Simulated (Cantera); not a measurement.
**Equilibrium for hydrogen reduction and annealing atmospheres: V2O3 + H2 + N2**

A closed system holds: 1 mol V2O3, a varied amount of H2, 3.2 mol N2, at 1600 °C and 7.35 Torr.

Equilibrium computed with Cantera from the NASA thermochemical tables; the gas is ideal and each condensed phase is pure. Candidate condensed phases: H2O, V, VN, VO, V2O3, V2O4, V2O5; 28 gas species. Mutual solubility and eutectic melting of coexisting phases are not modelled. VO: taken at fixed stoichiometry. Condensed phases not in the tables: the oxides between V2O3 and V2O5 other than VO2. Rates play no part.

```csv
n(H2) (mol),x H2,x N2,x H2O,x H,x VO2,n VO(s),n V2O3(s)
3.4,0.502,0.484,0.00962,0.00462,0.000165,0.128,0.935
5.2,0.603,0.380,0.0116,0.00506,0.000165,0.196,0.901
7.9,0.694,0.287,0.0133,0.00543,0.000165,0.298,0.850
12,0.769,0.210,0.0147,0.00572,0.000165,0.452,0.772
18,0.828,0.150,0.0159,0.00593,0.000165,0.678,0.659
28,0.875,0.102,0.0168,0.00610,0.000165,1.05,0.470
42,0.906,0.0706,0.0174,0.00620,0.000165,1.58,0.205
64,0.931,0.0475,0.0147,0.00629,0.000136,1.99,0
98,0.952,0.0315,0.00976,0.00636,8.84e-5,1.99,0
150,0.966,0.0208,0.00645,0.00641,5.75e-5,1.99,0
230,0.976,0.0137,0.00424,0.00644,3.75e-5,1.99,0
340,0.981,0.00929,0.00288,0.00646,2.53e-5,1.98,0
```
x: gas mole fraction; n: condensed amount in mol.

From 3.4 mol H2 to 42 mol H2 the condensed part is VO(s) + V2O3(s). From 64 mol H2 to 340 mol H2 the condensed part is VO(s). The main V-bearing gas is VO2 throughout.
